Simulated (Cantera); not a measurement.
An isothermal, constant-pressure homogeneous reactor starts with C₂H₄ : H₂ = 1 : 97 (molar parts), at 1625 K and 1330 Pa.

Cantera simulation using GRI-Mech 3.0 (53 species, 325 reactions); the numbers are that mechanism's predictions, not measurements. GRI-Mech 3.0 was tuned for natural gas; its chemistry of ethylene as a main component is partial and can be far from experiment. GRI-Mech 3.0 stops at C3 and has no aromatics, soot or wall deposition, so with more carbon than oxygen in the feed, carbon stays in small species such as C2H2 where larger ones or solid carbon would form. Radical loss at walls, strong at low pressure, is not modelled.

x: mole fraction; the columns are a selection and need not sum to one.

| t (s) | x C₂H₄ | x H₂ | x H | x C₂H₆ | x CH₃ | x CH₄ | x C₂H |
|---|---|---|---|---|---|---|---|
| 2.00e-5 | 0.0102 | 0.990 | 2.54e-9 | 7.68e-12 | <1e-12 | <1e-12 | <1e-12 |
| 9.46e-5 | 0.0102 | 0.990 | 1.41e-8 | 8.47e-11 | 2.03e-12 | 1.07e-12 | <1e-12 |
| 0.000447 | 0.0102 | 0.990 | 6.96e-8 | 4.75e-10 | 2.20e-11 | 7.50e-11 | <1e-12 |
| 0.00211 | 0.0100 | 0.990 | 3.33e-7 | [?] | 9.24e-11 | 1.86e-9 | <1e-12 |
| 0.0100 | 0.00938 | 0.990 | 1.59e-6 | [?] | 2.12e-10 | 2.48e-8 | 5.02e-12 |
| 0.0473 | 0.00673 | 0.990 | 7.54e-6 | [?] | 4.74e-10 | 2.50e-7 | 1.00e-10 |
| 0.224 | 0.000968 | 0.990 | 3.27e-5 | [?] | 1.25e-9 | 1.51e-6 | 1.16e-9 |
| 1.06 | 1.33e-5 | 0.990 | 0.000156 | 1.66e-10 | 6.48e-9 | 2.02e-6 | 6.08e-9 |
| 5.00 | 1.20e-5 | 0.989 | 0.000517 | 2.48e-10 | 5.46e-8 | 5.14e-6 | 2.02e-8 |

Question: Fill in the missing entries.

Answer: 
- 0.00211, x C₂H₆: 1.76e-9
- 0.0100, x C₂H₆: 3.85e-9
- 0.0473, x C₂H₆: 7.49e-9
- 0.224, x C₂H₆: 3.71e-9
